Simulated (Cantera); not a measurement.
An adiabatic, constant-volume homogeneous reactor starts with C₃H₈ : O₂ : N₂ = 1 : 13.2 : 49.5 (molar parts), at 1775 K and 100000 Pa.

Cantera simulation using GRI-Mech 3.0 (53 species, 325 reactions); the numbers are that mechanism's predictions, not measurements. GRI-Mech 3.0 was tuned for natural gas; its chemistry of propane as a main component is partial and can be far from experiment.

Problem. Predict: time of steepest temperature rise; temperature at 2.00 s; equilibrium temperature; x(O₂) at 2.00 s; x(N₂O) at 2.00 s; x(H₂O₂) at 2.00 s.

Solution. 
```json
{
 "time_of_steepest_temperature_rise": "12.6 µs",
 "temperature at 2.00 s": "2594 K",
 "equilibrium_temperature": "2594 K",
 "x(O₂) at 2.00 s": "0.114 (gas-phase equilibrium 0.114)",
 "x(N₂O) at 2.00 s": "1.29e-6 (gas-phase equilibrium 1.29e-6)",
 "x(H₂O₂) at 2.00 s": "1.91e-7 (gas-phase equilibrium 1.91e-7)"
}
```
